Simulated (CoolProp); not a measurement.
Vapour-liquid equilibrium of methanol (1) + benzene (2) at 175.25 °C; x and y are mole fractions of (1).

Computed with CoolProp (multi-fluid Helmholtz-energy mixture model, de Reuck 1993 and Thol 2012; pair parameters Bell 2016).

```
x     bubble pressure (kPa)  y at the bubble point  dew pressure at overall composition x (kPa)  liquid density (mol/L)
----  ---------------------  ---------------------  -------------------------------------------  ----------------------
0.05                   1204                  0.208                                        996.8                   9.071
0.15                   1573                  0.404                                         1121                   9.458
0.25                   1818                  0.502                                         1272                   9.914
0.35                   1990                  0.567                                         1457                   10.46
0.45                   2120                  0.620                                         1684                   11.13
0.55                   2226                  0.671                                         1946                   11.96
0.65                   2313                  0.726                                         2186                   12.98
0.75                   2383                  0.790                                         2343                   14.24
0.85                   2430                  0.864                                         2424                   15.80
0.95                   2455                  0.952                                         2455                   17.71
```

No azeotrope shows between x = 0.05 and 0.95.

The pair parameters rest on a limited set of measurements; away from them the model extrapolates.
